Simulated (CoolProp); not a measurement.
A closed Brayton cycle with carbon dioxide: compressor inlet 316.15 K and 7.9 MPa, high pressure 17.2 MPa, turbine inlet 635 K, compressor efficiency 0.85, turbine efficiency 0.93, recuperator effectiveness 0.9 (on enthalpy, no pinch check). Each further row changes one setting.

Values from CoolProp's reference Helmholtz-energy equation of state, Span 1996.

```json
[
 {"case": "as stated", "thermal efficiency (%)": "26.1", "net work (kJ/kg)": "44.8", "compressor to turbine work": "0.43", "compressor exit (K)": "376.6", "turbine exit (K)": "552.1"},
 {"case": "turbine inlet 585 K", "thermal efficiency (%)": "23.2", "net work (kJ/kg)": "36.9", "compressor to turbine work": "0.48", "compressor exit (K)": "376.6", "turbine exit (K)": "505.5"},
 {"case": "compressor inlet 326.15 K", "thermal efficiency (%)": "24.6", "net work (kJ/kg)": "38.8", "compressor to turbine work": "0.51", "compressor exit (K)": "393.0", "turbine exit (K)": "552.1"},
 {"case": "high pressure 14.6 MPa", "thermal efficiency (%)": "24.9", "net work (kJ/kg)": "37.5", "compressor to turbine work": "0.41", "compressor exit (K)": "363.6", "turbine exit (K)": "569.4"},
 {"case": "recuperator effectiveness 0.5", "thermal efficiency (%)": "17.7", "net work (kJ/kg)": "44.8", "compressor to turbine work": "0.43", "compressor exit (K)": "376.6", "turbine exit (K)": "552.1"}
]
```
